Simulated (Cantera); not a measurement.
Input: 1 mol CH3SiH3, 0.18 mol CH4, 5.1 mol H2, equilibrated at 2102 °C.

Equilibrium computed with Cantera from the NASA thermochemical tables; the gas is ideal and each condensed phase is pure. Candidate condensed phases: C, C6H6, C7H8, C8H18, Si, SiC; 87 gas species. The feed counts by its element totals alone. Gases not in the tables: Si2H6 and higher silanes. Rates play no part.

At 47.3 Torr, list the 6 most abundant gas species with their mole fractions, and the condensed phases.

H2 0.933, H 0.0543, C2H2 (acetylene) 0.00579, Si 0.00495, SiC2 0.000877, Si2C 0.000503. Condensed: C(graphite) + SiC(s).
